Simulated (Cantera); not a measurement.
What does this Cantera script print?

```python
import numpy as np
import cantera as ct

gas = ct.Solution("gri30.yaml")
gas.TPX = 1898, 410000, {'CH4': 1, 'H2O': 0.33}
inlet = ct.Reservoir(gas, clone=True)

reactor = ct.IdealGasConstPressureReactor(gas, energy="off", clone=False)
exhaust = ct.Reservoir(gas, clone=True)
tau = [24, 7.8, 2.5, 0.79, 0.25, 0.081, 0.026, 0.0083, 0.0027][0]
for a, b in ((inlet, reactor), (reactor, exhaust)):
    ct.MassFlowController(a, b, mdot=lambda t: reactor.mass / tau)
net = ct.ReactorNet([reactor])
show = ['CH4', 'H2O', 'CH2', 'CO', 'CO2', 'HCO']

rows = []
print(f"{'tau/s':>10s}{'T/K':>9s}" + "".join(f"{s:>11s}" for s in show))
for tau in [24, 7.8, 2.5, 0.79, 0.25, 0.081, 0.026, 0.0083, 0.0027]:
    net.initial_time = 0.0
    net.advance(30 * tau)
    before = gas.X
    net.advance(40 * tau)
    drift = np.max(np.abs(gas.X - before) / (gas.X + 1e-9))
    rows.append([gas.T, *gas[show].X, drift])
    print(f"{tau:10.3e}{gas.T:9.1f}" + "".join(f"{x:11.3e}" for x in gas[show].X))
```

Output:

```
     tau/s      T/K        CH4        H2O        CH2         CO        CO2        HCO
 2.400e+01   1898.0  2.496e-02  1.979e-04  1.253e-07  1.275e-01  8.188e-06  7.896e-08
 7.800e+00   1898.0  2.511e-02  5.990e-04  1.268e-07  1.271e-01  2.473e-05  7.871e-08
 2.500e+00   1898.0  2.557e-02  1.834e-03  1.312e-07  1.260e-01  7.517e-05  7.796e-08
 7.900e-01   1898.0  2.697e-02  5.542e-03  1.447e-07  1.227e-01  2.221e-04  7.572e-08
 2.500e-01   1898.0  3.079e-02  1.549e-02  1.815e-07  1.138e-01  5.825e-04  6.988e-08
 8.100e-02   1898.0  3.954e-02  3.653e-02  2.644e-07  9.532e-02  1.180e-03  5.829e-08
 2.600e-02   1898.0  5.711e-02  7.041e-02  4.164e-07  6.698e-02  1.656e-03  4.208e-08
 8.300e-03   1898.0  8.934e-02  1.093e-01  6.387e-07  3.730e-02  1.459e-03  2.851e-08
 2.700e-03   1898.0  1.441e-01  1.420e-01  9.155e-07  1.687e-02  7.901e-04  2.489e-08
```

Cantera simulation using GRI-Mech 3.0 (53 species, 325 reactions); the numbers are that mechanism's predictions, not measurements. GRI-Mech 3.0 stops at C3 and has no aromatics, soot or wall deposition, so with more carbon than oxygen in the feed, carbon stays in small species such as C2H2 where larger ones or solid carbon would form.
